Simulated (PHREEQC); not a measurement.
0.094 g of hydrous ferric oxide (600 m²/g; 0.2 weak and 0.005 strong sites per Fe, Dzombak-Morel constants, diffuse double layer) in 1 kg of water with 0.005 mol/kgw of an inert sodium salt and 4.3e-07 mol Na2HAsO4, 1.9e-05 mol ZnSO4 and 2.7e-07 mol CaCl2, at 25 °C; the pH is set by adding NaOH or the inert anion's acid. Oxygen alone is held at its pressure in air (log pO2 = -0.68). CO2 from the air is kept out. No solid was allowed to form.

The numbers come from PHREEQC with the ion-association model, wateq4f.dat.

| pH | As sorbed (%) | S sorbed (%) | Zn sorbed (%) | Ca sorbed (%) | surface charge σ (C/m²) | surface potential ψ (mV) |
|---|---|---|---|---|---|---|
| 3 | 100.0 | 100.0 | 0.0 | 0.0 | 0.252 | 205 |
| 3.5 | 100.0 | 100.0 | 0.0 | 0.0 | 0.202 | 197 |
| 4 | 100.0 | 99.9 | 0.0 | 0.0 | 0.150 | 183 |
| 4.5 | 100.0 | 99.6 | 0.1 | 0.0 | 0.105 | 166 |
| 5 | 100.0 | 98.2 | 0.8 | 0.0 | 0.071 | 145 |
| 5.5 | 100.0 | 91.4 | 5.2 | 0.0 | 0.046 | 124 |
| 6 | 100.0 | 69.5 | 18.0 | 0.0 | 0.031 | 103 |
| 6.5 | 100.0 | 35.5 | 33.8 | 0.0 | 0.021 | 85 |
| 7 | 100.0 | 10.6 | 62.2 | 0.0 | 0.014 | 65 |
| 7.5 | 100.0 | 1.9 | 90.7 | 0.1 | 0.008 | 42 |
| 8 | 100.0 | 0.2 | 98.7 | 1.0 | 0.003 | 15 |
| 8.5 | 99.9 | 0.0 | 99.7 | 8.3 | -0.002 | -13 |
| 9 | 98.8 | 0.0 | 99.8 | 45.5 | -0.007 | -40 |

The database has no arsenate complexes of Zn, Ca. The oxide is taken as insoluble; below pH 4 it would dissolve.
